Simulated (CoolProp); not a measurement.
Vapour-liquid equilibrium of hydrogen sulfide (1) + n-pentane (2) at 301 K; x and y are mole fractions of (1).

The numbers come from the multi-fluid Helmholtz-energy mixture model, Lemmon 2006 and Thol 2019; pair parameters Kunz 2012 in CoolProp.

```csv
x,bubble pressure (MPa),y at the bubble point,dew pressure at overall composition x (MPa),liquid density (mol/L)
0.05,0.1909,0.608,0.07990,8.825
0.15,0.4608,0.844,0.08930,9.385
0.25,0.7381,0.907,0.1011,10.02
0.35,0.9838,0.933,0.1165,10.76
0.45,1.185,0.948,0.1373,11.63
0.55,1.350,0.957,0.1670,12.67
0.65,1.499,0.965,0.2130,13.95
0.75,1.653,0.973,0.2944,15.57
0.85,1.830,0.982,0.4775,17.70
0.95,2.043,0.994,1.226,20.62
```

No azeotrope shows between x = 0.05 and 0.95.

Pair parameters are fitted to limited data, so mixtures are less certain than the pure fluids. The gap from Raoult's law changes sign with composition, which may be real or a fault of the pair parameters; it wasn't checked against measurements.
